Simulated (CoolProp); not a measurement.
Vapour-liquid equilibrium of carbon dioxide (1) + sulfur dioxide (2) at -2.65 °C; x and y are mole fractions of (1).

Model: multi-fluid Helmholtz-energy mixture model, Span 1996 and Gao 2016; pair parameters Bell 2016, in CoolProp.

```json
[
 {"x": "0.05", "bubble pressure (MPa)": "0.3203", "y at the bubble point": "0.572", "dew pressure at overall composition x (MPa)": "0.1466", "liquid density (mol/L)": "22.59"},
 {"x": "0.2", "bubble pressure (MPa)": "0.8482", "y at the bubble point": "0.848", "dew pressure at overall composition x (MPa)": "0.1739", "liquid density (mol/L)": "22.79"},
 {"x": "0.35", "bubble pressure (MPa)": "1.331", "y at the bubble point": "0.911", "dew pressure at overall composition x (MPa)": "0.2134", "liquid density (mol/L)": "22.93"},
 {"x": "0.5", "bubble pressure (MPa)": "1.762", "y at the bubble point": "0.940", "dew pressure at overall composition x (MPa)": "0.2757", "liquid density (mol/L)": "22.97"},
 {"x": "0.65", "bubble pressure (MPa)": "2.160", "y at the bubble point": "0.958", "dew pressure at overall composition x (MPa)": "0.3890", "liquid density (mol/L)": "22.87"},
 {"x": "0.8", "bubble pressure (MPa)": "2.566", "y at the bubble point": "0.974", "dew pressure at overall composition x (MPa)": "0.6592", "liquid density (mol/L)": "22.53"},
 {"x": "0.95", "bubble pressure (MPa)": "3.049", "y at the bubble point": "0.992", "dew pressure at overall composition x (MPa)": "1.967", "liquid density (mol/L)": "21.81"}
]
```

No azeotrope shows between x = 0.05 and 0.95.

Pair parameters are fitted to limited data, so mixtures are less certain than the pure fluids. The gap from Raoult's law changes sign with composition, which may be real or a fault of the pair parameters; it wasn't checked against measurements.
